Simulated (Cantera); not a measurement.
Charge: 1 mol Si, a varied amount of Cl2, held at 898.15 K and 81.0 Pa.

Method: chemical equilibrium by Gibbs-energy minimisation in Cantera with the NASA 1993 tables (ideal gas, pure condensed phases). Candidate condensed phases: Si; 9 gas species. The numbers say what is thermodynamically allowed, not how fast it happens.

Problem. Which condensed phases are stable at each of these points (n(Cl2) (mol)): 0.77, 1.5, 2.3, 3.1, 3.9, 4.7, 5.4?

Solution. 
| n(Cl2) (mol) | condensed phases | Si condensed (%) |
|---|---|---|
| 0.77 | Si(s) | 61.4 |
| 1.5 | Si(s) | 24.7 |
| 2.3 | gas only | 0.0 |
| 3.1 | gas only | 0.0 |
| 3.9 | gas only | 0.0 |
| 4.7 | gas only | 0.0 |
| 5.4 | gas only | 0.0 |

From 0.77 mol Cl2 to 1.5 mol Cl2 the condensed part is Si(s). From 2.3 mol Cl2 to 5.4 mol Cl2 nothing is condensed.
